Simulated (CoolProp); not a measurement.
The fluid at 293.15 K and 0.641 MPa flows at 5.3 m/s in a round tube of 6 mm bore and 15 µm roughness, fully developed (64/Re and Nu = 3.66 if laminar; Colebrook and Gnielinski if turbulent). The same conditions are run with several fluids, on thermodynamics alone (safety and materials aside).

Model: reference Helmholtz-energy equation of state of each fluid (propylene: Lemmon 2013; CH2F2 (R32): Tillner-Roth 1997; ethane: Bücker 2006; nitrogen: Span 2000; R507A: Lemmon 2003), in CoolProp. Blends and air are pseudo-pure fits.

Rank propylene, CH2F2 (R32), ethane, nitrogen, R507A by Reynolds number, highest first.

R507A (77300), propylene (46400), CH2F2 (R32) (36200), ethane (28400), nitrogen (13300)

```json
[
 {"fluid": "propylene", "Darcy friction factor": "0.0278", "pressure drop (Pa/m)": "804", "heat-transfer coefficient (W/(m² K))": "411", "mass flow (kg/h)": "6.67"},
 {"fluid": "CH2F2 (R32)", "Darcy friction factor": "0.0285", "pressure drop (Pa/m)": "1000", "heat-transfer coefficient (W/(m² K))": "283", "mass flow (kg/h)": "8.10"},
 {"fluid": "ethane", "Darcy friction factor": "0.0292", "pressure drop (Pa/m)": "571", "heat-transfer coefficient (W/(m² K))": "315", "mass flow (kg/h)": "4.50"},
 {"fluid": "nitrogen", "Darcy friction factor": "0.0327", "pressure drop (Pa/m)": "565", "heat-transfer coefficient (W/(m² K))": "185", "mass flow (kg/h)": "3.98"},
 {"fluid": "R507A", "Darcy friction factor": "0.0267", "pressure drop (Pa/m)": "1850", "heat-transfer coefficient (W/(m² K))": "541", "mass flow (kg/h)": "15.9"}
]
```

Transport values come from each fluid's own correlations; those of propylene, CH2F2 (R32) are estimates that may be off by 10 % or more.
